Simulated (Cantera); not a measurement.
## Abatement and gas-phase synthesis: CO2 + SO2 + N2 + H2

Input: 1 mol CO2, 0.047 mol SO2, 0.27 mol N2, 0.048 mol H2, equilibrated at 0.00133 bar.

These are equilibrium values from Cantera (NASA tables, ideal gas, pure condensed phases), not measurements of a reactor. Candidate condensed phases: C, C6H6, C7H8, C8H18, H2O, H2SO4, S; 150 gas species. Rates play no part.

```tsv
T (K)	x CO	x CO2	x O	x N2	x O2	x H	x SO2	x H2O	x OH	x SO
2200	0.230	0.414	0.0220	0.172	0.0882	0.00715	0.0282	0.0205	0.00949	0.00201
2250	0.264	0.362	0.0321	0.167	0.101	0.00979	0.0268	0.0173	0.0110	0.00257
2300	0.296	0.310	0.0454	0.161	0.111	0.0130	0.0251	0.0141	0.0123	0.00326
2350	0.326	0.260	0.0624	0.155	0.119	0.0166	0.0233	0.0109	0.0132	0.00408
2400	0.353	0.213	0.0835	0.150	0.124	0.0205	0.0212	0.00794	0.0135	0.00504
2450	0.375	0.171	0.109	0.144	0.124	0.0244	0.0190	0.00544	0.0132	0.00613
2500	0.392	0.135	0.138	0.138	0.120	0.0279	0.0166	0.00350	0.0123	0.00731
2550	0.404	0.104	0.170	0.133	0.113	0.0309	0.0141	0.00212	0.0110	0.00851
2600	0.412	0.0783	0.204	0.129	0.102	0.0332	0.0115	0.00123	0.00944	0.00960
2650	0.416	0.0582	0.238	0.124	0.0891	0.0349	0.00899	0.000681	0.00784	0.0104
2700	0.417	0.0427	0.272	0.121	0.0754	0.0360	0.00667	0.000368	0.00634	0.0109
2750	0.417	0.0309	0.303	0.117	0.0618	0.0368	0.00469	0.000196	0.00501	0.0107
```
x: gas mole fraction; nothing condenses.

From 2200 K to 2750 K nothing is condensed. The main C-bearing gas is CO2 at 2200 K and CO at 2750 K.
